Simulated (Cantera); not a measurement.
Feed: 1 mol Si2H6, 0.28 mol CO2, 13 mol N2, 0.0045 mol H2O, at 210 Pa.

Method: chemical equilibrium by Gibbs-energy minimisation in Cantera with the NASA 1993 tables (ideal gas, pure condensed phases). Candidate condensed phases: C, C6H6, C7H8, C8H18, H2O, Si, SiC, SiO2, Si2N2O, Si3N4; 151 gas species. The feed counts by its element totals alone. N2 is the only nitrogen source here; it is nearly inert below about 1500 K, so the nitride shown seldom forms there in practice. Mutual solubility and eutectic melting of coexisting phases are not modelled. The numbers say what is thermodynamically allowed, not how fast it happens.

x: gas mole fraction; n: condensed amount in mol.

```json
[
 {"T (K)": "823", "x N2": "0.798", "x H2": "0.202", "x CO": "1.69e-12", "x CH4": "8.00e-5", "x H": "7.19e-11", "x HCN": "6.60e-8", "x SiO": "<1e-12", "n C(graphite)": "0.279", "n Si2N2O(s)": "0.565", "n Si3N4(s)": "0.290", "n SiC(s)": "0"},
 {"T (K)": "873", "x N2": "0.798", "x H2": "0.202", "x CO": "2.76e-11", "x CH4": "3.85e-5", "x H": "4.59e-10", "x HCN": "2.02e-7", "x SiO": "<1e-12", "n C(graphite)": "0.279", "n Si2N2O(s)": "0.565", "n Si3N4(s)": "0.290", "n SiC(s)": "0"},
 {"T (K)": "923", "x N2": "0.798", "x H2": "0.202", "x CO": "3.31e-10", "x CH4": "2.00e-5", "x H": "2.40e-9", "x HCN": "5.47e-7", "x SiO": "<1e-12", "n C(graphite)": "0.280", "n Si2N2O(s)": "0.565", "n Si3N4(s)": "0.290", "n SiC(s)": "0"},
 {"T (K)": "973", "x N2": "0.798", "x H2": "0.202", "x CO": "3.07e-9", "x CH4": "1.10e-5", "x H": "1.06e-8", "x HCN": "1.34e-6", "x SiO": "<1e-12", "n C(graphite)": "0.280", "n Si2N2O(s)": "0.565", "n Si3N4(s)": "0.290", "n SiC(s)": "0"},
 {"T (K)": "1023", "x N2": "0.798", "x H2": "0.202", "x CO": "2.27e-8", "x CH4": "6.44e-6", "x H": "4.06e-8", "x HCN": "2.99e-6", "x SiO": "<1e-12", "n C(graphite)": "0.280", "n Si2N2O(s)": "0.565", "n Si3N4(s)": "0.290", "n SiC(s)": "0"},
 {"T (K)": "1073", "x N2": "0.798", "x H2": "0.202", "x CO": "1.39e-7", "x CH4": "3.94e-6", "x H": "1.37e-7", "x HCN": "6.19e-6", "x SiO": "1.08e-12", "n C(graphite)": "0.280", "n Si2N2O(s)": "0.564", "n Si3N4(s)": "0.290", "n SiC(s)": "0"},
 {"T (K)": "1123", "x N2": "0.798", "x H2": "0.202", "x CO": "7.25e-7", "x CH4": "2.52e-6", "x H": "4.18e-7", "x HCN": "1.20e-5", "x SiO": "2.01e-11", "n C(graphite)": "0.280", "n Si2N2O(s)": "0.564", "n Si3N4(s)": "0.290", "n SiC(s)": "0"},
 {"T (K)": "1173", "x N2": "0.798", "x H2": "0.202", "x CO": "3.27e-6", "x CH4": "1.67e-6", "x H": "1.16e-6", "x HCN": "2.20e-5", "x SiO": "2.89e-10", "n C(graphite)": "0.280", "n Si2N2O(s)": "0.564", "n Si3N4(s)": "0.290", "n SiC(s)": "0"},
 {"T (K)": "1223", "x N2": "0.798", "x H2": "0.202", "x CO": "…", "x CH4": "…", "x H": "…", "x HCN": "…", "x SiO": "…", "n C(graphite)": "0.279", "n Si2N2O(s)": "0.564", "n Si3N4(s)": "0.290", "n SiC(s)": "0"},
 {"T (K)": "1273", "x N2": "0.800", "x H2": "0.200", "x CO": "…", "x CH4": "…", "x H": "…", "x HCN": "…", "x SiO": "…", "n C(graphite)": "0", "n Si2N2O(s)": "0.564", "n Si3N4(s)": "0.198", "n SiC(s)": "0.278"},
 {"T (K)": "1323", "x N2": "0.800", "x H2": "0.200", "x CO": "7.56e-5", "x CH4": "2.87e-7", "x H": "1.55e-5", "x HCN": "5.16e-5", "x SiO": "2.51e-7", "n C(graphite)": "0", "n Si2N2O(s)": "0.563", "n Si3N4(s)": "0.198", "n SiC(s)": "0.278"},
 {"T (K)": "1373", "x N2": "0.800", "x H2": "0.200", "x CO": "0.000126", "x CH4": "1.19e-7", "x H": "3.25e-5", "x HCN": "4.50e-5", "x SiO": "1.72e-6", "n C(graphite)": "0", "n Si2N2O(s)": "0.563", "n Si3N4(s)": "0.199", "n SiC(s)": "0.277"},
 {"T (K)": "1423", "x N2": "0.800", "x H2": "0.200", "x CO": "0.000203", "x CH4": "5.30e-8", "x H": "6.48e-5", "x HCN": "3.96e-5", "x SiO": "1.02e-5", "n C(graphite)": "0", "n Si2N2O(s)": "0.561", "n Si3N4(s)": "0.200", "n SiC(s)": "0.276"}
]
```

Problem. Complete the blanks.

Solution. 
- 1223, x CO: 1.30e-5
- 1223, x CH4: 1.14e-6
- 1223, x H: 2.95e-6
- 1223, x HCN: 3.84e-5
- 1223, x SiO: 3.33e-9
- 1273, x CO: 4.35e-5
- 1273, x CH4: 7.37e-7
- 1273, x H: 6.95e-6
- 1273, x HCN: 5.98e-5
- 1273, x SiO: 3.15e-8
